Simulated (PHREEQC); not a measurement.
Solution (25 °C): 0.12 mol HCl, 0.0017 mol CuSO4 and 0.01 mol MgSO4 per kg of water. Closed to the air; pH follows from the charge balance.

Equilibrium calculation in PHREEQC: ion-association model, phreeqc.dat.

Each row changes one thing in this solution. Precipitation was switched off in this run.

| case | pH | ionic strength (mol/kgw) | Mg+2 (mol/kgw) | HSO4- (mol/kgw) | SO4-2 (mol/kgw) | Cu+2 (mol/kgw) |
|---|---|---|---|---|---|---|
| as made | 1.04 | 0.146 | 0.00940 | 0.00871 | 0.00231 | 0.00145 |
| diluted 10-fold with water | 1.98 | 0.0155 | 0.000945 | 0.000456 | 0.000650 | 0.000159 |
| MgSO4 from 0.01 to 0.015 mol/kgw | 1.06 | 0.157 | 0.0138 | 0.0120 | 0.00336 | 0.00143 |
| MgSO4 replaced by Mg(NO3)2 at the same molality | 1.02 | 0.153 | 0.00992 | 0.00128 | 0.000324 | 0.00151 |
| HCl from 0.12 to 0.024 mol/kgw | 1.78 | 0.0526 | 0.00800 | 0.00446 | 0.00495 | 0.00136 |

Species that the database lacks are ignored.
